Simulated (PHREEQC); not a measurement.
Dissolve 0.64 mol HCl, 0.09 mol CaCl2 and 0.12 mol MgCl2 per kg of water at 28 °C. It is in equilibrium with CO2 at log p = -1 (atm). Otherwise closed; pH follows from the charge balance.

The numbers come from PHREEQC with the Pitzer model, pitzer.dat.

Each row changes one thing in this solution. No solid was allowed to form.

```tsv
case	pH	HCO3- (mol/kgw)	SI of Bischofite (MgCl2:6H2O)	SI of MgCl2_4H2O (MgCl2:4H2O)
as made	0.17	4.59e-9	-6.37	-8.70
CaCl2 from 0.09 to 0.18 mol/kgw	0.14	3.96e-9	-6.24	-8.56
HCl left out	4.37	5.28e-5	-7.21	-9.57
temperature from 28 to 75 °C	0.24	…	-5.97	-7.93
CaCl2 from 0.09 to 0.045 mol/kgw	0.18	…	-6.44	-8.78
HCl from 0.64 to 1.28 mol/kgw	-0.27	2.15e-9	-5.83	-8.14
CaCl2 left out	0.19	5.37e-9	-6.52	-8.86
```

Question: Fill in the missing entries.

Answer: 
- temperature from 28 to 75 °C, HCO3- (mol/kgw): 2.45e-9
- CaCl2 from 0.09 to 0.045 mol/kgw, HCO3- (mol/kgw): 4.96e-9

Complexes and solids missing from the database can't appear. In brines, pH and single-ion activities rest on the MacInnes convention. Away from 25 °C the constants follow the database's enthalpies or fits; those with neither stay at their 25 °C values.
